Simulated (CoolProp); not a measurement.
Saturation properties of acetone.

Model: reference Helmholtz-energy equation of state, Lemmon 2006, in CoolProp. It is a short technical equation, of lower accuracy than the large ones.

| T (°C) | p (kPa) | vapour density (kg/m³) | enthalpy of vaporisation (kJ/kg) | liquid cp (kJ/(kg K)) |
|---|---|---|---|---|
| 4.25 | 11.60 | 0.2963 | 554.7 | 2.097 |
| 18.25 | 22.79 | (withheld) | 541.0 | 2.127 |
| 32.35 | 41.81 | 0.9861 | (withheld) | 2.162 |
| 46.45 | (withheld) | 1.645 | (withheld) | 2.200 |
| 60.45 | 117.4 | (withheld) | 496.6 | 2.243 |
| 74.55 | 183.4 | 3.979 | 480.4 | 2.291 |
| 88.65 | 275.3 | 5.872 | 463.3 | 2.343 |
| 102.65 | 398.3 | 8.403 | 445.2 | 2.401 |
| 116.75 | 561.0 | 11.78 | (withheld) | 2.466 |
| 130.85 | 770.0 | (withheld) | 404.6 | 2.542 |
| 144.85 | 1031 | 21.94 | 381.6 | 2.629 |
| 158.95 | 1357 | 29.49 | 356.0 | 2.737 |

Task: What belongs in the gaps?

Result: 
- 18.25, vapour density (kg/m³): 0.5581
- 32.35, enthalpy of vaporisation (kJ/kg): 526.7
- 46.45, p (kPa): 72.07
- 46.45, enthalpy of vaporisation (kJ/kg): 511.9
- 60.45, vapour density (kg/m³): 2.607
- 116.75, enthalpy of vaporisation (kJ/kg): 425.7
- 130.85, vapour density (kg/m³): 16.21

It boils at 56.1 °C under 1 atm.
